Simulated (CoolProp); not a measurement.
Saturation properties of hexamethyldisiloxane (MM).

Model: reference Helmholtz-energy equation of state, Thol 2016, in CoolProp.

```
T (°C)   p (MPa)  vapour density (kg/m³)  enthalpy of vaporisation (kJ/kg)  liquid cp (kJ/(kg K))  surface tension (mN/m)
------  --------  ----------------------  --------------------------------  ---------------------  ----------------------
26.65   0.006059                  0.3981                             228.1                  1.904                    15.3
32.75   0.008159                  0.5264                             225.4                  1.920                    14.7
38.85    0.01083                  0.6867                             222.6                  1.936                    14.2
44.85    0.01412                  0.8809                             219.8                  1.953                    13.7
50.95    0.01826                   1.122                             217.0                  1.970                    13.2
57.05    0.02334                   1.412                             214.2                  1.987                    12.6
63.15    0.02951                   1.760                             211.3                  2.004                    12.1
69.25    0.03693                       ?                                 ?                  2.022                    11.6
75.35    0.04576                   2.661                                 ?                  2.039                    11.1
81.35    0.05601                   3.220                             202.5                  2.057                    10.6
87.45    0.06821                   3.881                             199.4                  2.076                    10.1
```

Q: Some entries are withheld; supply them.

A: 
- 69.25, vapour density (kg/m³): 2.174
- 69.25, enthalpy of vaporisation (kJ/kg): 208.4
- 75.35, enthalpy of vaporisation (kJ/kg): 205.4

It boils at 100.5 °C under 1 atm.

Surface tension comes from a separate correlation (Mulero 2014), older than this fluid's equation and unchecked against measurements.
